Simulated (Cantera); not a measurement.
Mixture: 18.8 % CH4, 17.1 % O2, 64.2 % N2, equivalence ratio 2.2, at 9.87 atm, adiabatic and at constant volume. Ignition delay is the time to a rise of 400 K.

Cantera simulation using GRI-Mech 3.0 (53 species, 325 reactions); the numbers are that mechanism's predictions, not measurements.

**Question.** Predict: delay at 1023 K; delay at 1123 K; delay at 1223 K; delay at 1323 K; delay at 1423 K; apparent activation energy between 1323 and 1423 K.

**Answer.** 
* **delay at 1023 K**: 80.3 ms
* **delay at 1123 K**: 18.7 ms
* **delay at 1223 K**: 5.14 ms
* **delay at 1323 K**: 1.59 ms
* **delay at 1423 K**: 0.541 ms
* **apparent activation energy between 1323 and 1423 K**: 170 kJ/mol
